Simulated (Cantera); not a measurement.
A closed system holds: 1 mol Cu2O, 14 mol CO, held at 100000 Pa.

These are equilibrium values from Cantera (NASA tables, ideal gas, pure condensed phases), not measurements of a reactor. Candidate condensed phases: C, Cu, CuO, Cu2O; 15 gas species. Equilibrium is a limit: real reactors are often held back by kinetics, nucleation or transport.

Task: At 1900 °C, list the 4 most abundant gas species with their mole fractions, and the condensed phases.

Result: CO 0.911, CO2 0.0701, Cu 0.0188, Cu2 0.000133. Condensed: Cu(l).
